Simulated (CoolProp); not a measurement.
Vapour-liquid equilibrium of R113 (1) + n-hexane (2) at 174 kPa; x and y are mole fractions of (1).

The numbers come from the multi-fluid Helmholtz-energy mixture model, Marx 1992 and Thol 2019; pair parameters Bell 2016 in CoolProp.

```
x      bubble temperature, mixture model (K)  bubble temperature, Raoult's law (K)  y, mixture model  y, Raoult's law
-----  -------------------------------------  ------------------------------------  ----------------  ---------------
0.05                                   357.9                                 358.7             0.104            0.088
0.125                                  354.9                                 356.6                 ?            0.208
0.2                                    352.3                                 354.6             0.343            0.316
0.275                                  350.1                                 352.7                 ?            0.414
0.35                                   348.2                                 350.9             0.513            0.502
0.425                                  346.5                                 349.2             0.582            0.581
0.5                                    345.1                                 347.5             0.645            0.654
0.575                                  343.7                                 345.9             0.703            0.719
0.65                                   342.5                                 344.4             0.758            0.779
0.725                                  341.4                                 342.9             0.810            0.834
0.8                                        ?                                 341.6             0.862            0.885
0.875                                      ?                                 340.2             0.913            0.931
0.95                                       ?                                 338.9             0.965            0.973
```

Fill in the missing entries.


- 0.125, y, mixture model: 0.235
- 0.275, y, mixture model: 0.434
- 0.8, bubble temperature, mixture model (K): 340.4
- 0.875, bubble temperature, mixture model (K): 339.5
- 0.95, bubble temperature, mixture model (K): 338.6

The largest gap from Raoult's law is -2.7 K in bubble temperature, at x = 0.35. No azeotrope shows between x = 0.05 and 0.95.

Pair parameters are fitted to limited data, so mixtures are less certain than the pure fluids.
